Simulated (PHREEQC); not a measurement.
PHREEQC input (ion-association model, phreeqc.dat):

```
SOLUTION 0
  temp 40
  units mmol/kgw
  pH 7 charge
  Cl 75.01
  K 130
  Br 55
  O(0) 1 O2(g) -0.68
SOLUTION 1-40
  temp 40
  units mmol/kgw
  pH 7 charge
  Cl 32.01
  Na 15
  S(6) 1.5
  Zn 1.5
  Li 17
  O(0) 1 O2(g) -0.68
END
EXCHANGE 1-40
  X 0.26
  -equilibrate 1
END
SELECTED_OUTPUT 1
  -reset false
  -pH true
  -pe true
  -ionic_strength true
  -water true
  -step true
  -totals Br Cl K Li Na S Zn S(-2) S(6)
  -molalities KX NaX LiX ZnX2
  -saturation_indices Halite Sylvite Zn(OH)2(e)
PRINT
  -reset false
TRANSPORT
  -cells 40
  -shifts 279
  -lengths 0.025
  -time_step 3600
  -dispersivities 0.08
  -boundary_conditions flux flux
  -correct_disp true
  -punch_cells 40
  -punch_frequency 9
END
```

Selected output (columns that matter, 21 of 32 rows; pore volumes added in front):

```
pore volumes	pH	mu	Br	Cl	K	Li	Na	S	Zn	m_KX	m_NaX	si_Halite	si_Sylvite	si_Zn(OH)2(e)
0	5.0859	0.037172	0	0.03201	0	0.017	0.015	0.0015	0.0015	0	0.036637	-5.0616	-1000	-4.5255
0.4625	5.0831	0.040233	0.0017035	0.033342	1.5069e-19	0.018315	0.01616	0.0014535	0.0017341	1.5725e-18	0.036636	-5.0166	-21.443	-4.4755
0.6875	5.0662	0.058654	0.011796	0.041232	1.5369e-11	0.025782	0.022792	0.0011783	0.0034007	1.138e-10	0.036638	-4.8006	-13.37	-4.2569
1.1375	5.0061	0.11128	0.038509	0.062117	6.8425e-05	0.038868	0.037726	0.00044977	0.012426	0.00027158	0.032476	-4.4554	-6.5998	-3.8984
1.3625	4.9556	0.13379	0.046235	0.068157	0.001185	0.032053	0.033076	0.00023905	0.024273	0.0035176	0.021291	-4.4936	-5.3446	-3.7346
1.8125	4.9053	0.15878	0.052831	0.073315	0.013851	0.013906	0.01557	5.9144e-05	0.041464	0.03125	0.0076167	-4.8122	-4.2706	-3.6268
2.0375	4.9032	0.16142	0.05396	0.074197	0.025133	0.0084852	0.0098155	2.8368e-05	0.042385	0.053828	0.0045578	-5.0091	-4.0085	-3.6242
2.4875	4.9195	0.15771	0.054769	0.07483	0.050747	0.0029988	0.0036823	6.2945e-06	0.036087	0.10377	0.0016325	-5.4256	-3.6938	-3.6592
2.7125	4.9328	0.15422	0.054892	0.074926	0.062933	0.001759	0.0022221	2.9333e-06	0.03145	0.12743	0.00097557	-5.6399	-3.5949	-3.6897
3.1625	4.9628	0.14726	0.054977	0.074992	0.083616	0.00059742	0.00079759	6.2975e-07	0.022475	0.16782	0.00034708	-6.0754	-3.4613	-3.7702
3.6125	4.9926	0.14169	0.054995	0.075006	0.098914	0.00020105	0.00028333	1.3406e-07	0.015296	0.19798	0.00012295	-6.5172	-3.3801	-3.8734
3.8375	5.0062	0.13951	0.054998	0.075008	0.10476	0.00011642	0.00016851	6.1745e-08	0.012475	0.20957	7.3087e-05	-6.7398	-3.3519	-3.9329
4.2875	5.0301	0.13621	0.055	0.07501	0.11356	3.8949e-05	5.9454e-05	1.3074e-08	0.008168	0.2271	2.5777e-05	-7.1875	-3.3118	-4.0664
4.5125	5.04	0.13498	0.055	0.07501	0.1168	2.2513e-05	3.5285e-05	6.0121e-09	0.0065697	0.23357	1.5298e-05	-7.4123	-3.2977	-4.14
4.9625	5.0562	0.13319	0.055	0.07501	0.12155	7.5146e-06	1.2415e-05	1.2706e-09	0.0042125	0.24307	5.3825e-06	-7.8633	-3.2776	-4.2992
5.1875	5.0625	0.13255	0.055	0.07501	0.12327	4.3403e-06	7.3611e-06	5.84e-10	0.0033612	0.2465	3.1916e-06	-8.0894	-3.2705	-4.384
5.6375	5.0723	0.13161	0.055	0.07501	0.12574	1.4473e-06	2.5867e-06	1.2334e-10	0.0021284	0.25146	1.1216e-06	-8.5422	-3.2603	-4.5622
5.8625	5.0759	0.13128	0.055	0.07501	0.12662	8.3564e-07	1.5331e-06	5.6679e-11	0.0016899	0.25322	6.6474e-07	-8.7688	-3.2568	-4.6549
6.3125	5.0813	0.13081	0.055	0.07501	0.12788	2.7853e-07	5.3841e-07	1.1968e-11	0.0010616	0.25574	2.3346e-07	-9.2226	-3.2517	-4.8456
6.5375	5.0832	0.13064	0.055	0.07501	0.12832	1.6079e-07	3.1904e-07	5.4994e-12	0.00084019	0.25663	1.3834e-07	-9.4496	-3.25	-4.9431
6.9875	5.0861	0.1304	0.055	0.07501	0.12895	5.3583e-08	1.1201e-07	1.1611e-12	0.00052509	0.25789	4.8571e-08	-9.9038	-3.2474	-5.1414
```

At this temperature some constants are extrapolated from 25 °C, and those without enthalpy data are left unchanged.
